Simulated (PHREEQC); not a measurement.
# Copper plating or etch bath: speciation

Consider water at 8.4 °C with 77 mmol/kgw CuSO4 and 0.22 mmol/kgw HCl. Closed to the air; pH follows from the charge balance.

Model: ion-association model, phreeqc.dat, run in PHREEQC.

Precipitation was switched off in this run.

**Question.** What pH does the model give?

**Answer.** pH 4.04.

**Question.** In which forms is Cu present?

**Answer.** Cu+2 55 %, CuSO4 45 % of the Cu.

Constants without temperature data keep their 25 °C values here.
